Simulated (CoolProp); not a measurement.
Vapour-liquid equilibrium of R143a (1) + fluoroethane (R161) (2) at 297 kPa; x and y are mole fractions of (1).

The numbers come from the multi-fluid Helmholtz-energy mixture model, Lemmon and Jacobsen 2000 and Wu 2012; pair parameters Bell 2016 in CoolProp.

### Question
Give the bubble temperature and the first vapour's composition at x = 0.05, 0.125, 0.2. Is there an azeotrope?

### Answer
x = 0.05: 261.3 K, y = 0.072; x = 0.125: 260.2 K, y = 0.174; x = 0.2: 259.3 K, y = 0.267. No azeotrope shows between x = 0.05 and 0.95.

Pair parameters are fitted to limited data, so mixtures are less certain than the pure fluids.
